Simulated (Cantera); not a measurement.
Input: 1 mol CH₃SiH₃, 0.29 mol C₂H₂, 520 mol H₂, 2.7 mol CH₄, equilibrated at 0.790 bar.

Method: chemical equilibrium by Gibbs-energy minimisation in Cantera with the NASA 1993 tables (ideal gas, pure condensed phases). Candidate condensed phases: C, C₆H₆, C₇H₈, C₈H₁₈, Si, SiC; 87 gas species. The feed counts by its element totals alone. Gases not in the tables: Si₂H₆ and higher silanes. Kinetics and transport are ignored.

Task: Which condensed phases are stable at each of these points (T (K)): 1648, 1748, 1848, 1948, 2048, 2148, 2248, 2348, 2448, 2548?

Result: 
```
T (K)      condensed phases  Si condensed (%)
-----  --------------------  ----------------
1648   C(graphite) + SiC(s)             100.0
1748   C(graphite) + SiC(s)             100.0
1848   C(graphite) + SiC(s)              99.9
1948   C(graphite) + SiC(s)              99.7
2048   C(graphite) + SiC(s)              99.0
2148   C(graphite) + SiC(s)              96.7
2248                 SiC(s)              89.4
2348                 SiC(s)              62.0
2448               gas only               0.0
2548               gas only               0.0
```

From 1648 K to 2148 K the condensed part is C(graphite) + SiC(s). From 2248 K to 2348 K the condensed part is SiC(s). From 2448 K to 2548 K nothing is condensed.
